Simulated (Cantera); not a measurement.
A perfectly stirred reactor is fed with 5.40 % CH₄, 0.189 % H₂, 19.8 % O₂, 74.6 % N₂, equivalence ratio 0.55, at 3750 Torr; it is adiabatic with a 500 K inlet, and is followed from long to short residence time, starting on the burning branch (τ in s: 0.033, 0.017, 0.0087, 0.0044, 0.0023, 0.0012, 0.00059, 0.0003, 0.00015, 7.9e-05).

Model: GRI-Mech 3.0 (53 species, 325 reactions), integrated in Cantera.

Question: Predict: blow-out, bracketed by the residence times tried; x(CH₄) at τ = 33.0 ms; x(H₂) at τ = 33.0 ms; x(O₂) at τ = 33.0 ms; x(H) at τ = 33.0 ms; x(CH₃) at τ = 33.0 ms; x(CH₄) at τ = 1.20 ms; x(H₂) at τ = 1.20 ms; x(O₂) at τ = 1.20 ms; x(H) at τ = 1.20 ms; x(CH₃) at τ = 1.20 ms.

Answer: 
- blow-out, bracketed by the residence times tried: burning at 0.300 ms, out at 0.150 ms
- x(CH₄) at τ = 33.0 ms: 1.70e-5
- x(H₂) at τ = 33.0 ms: 2.81e-5
- x(O₂) at τ = 33.0 ms: 0.0894
- x(H) at τ = 33.0 ms: 2.04e-6
- x(CH₃) at τ = 33.0 ms: 3.32e-6
- x(CH₄) at τ = 1.20 ms: 0.000172
- x(H₂) at τ = 1.20 ms: 0.000257
- x(O₂) at τ = 1.20 ms: 0.0907
- x(H) at τ = 1.20 ms: 4.06e-5
- x(CH₃) at τ = 1.20 ms: 2.92e-5
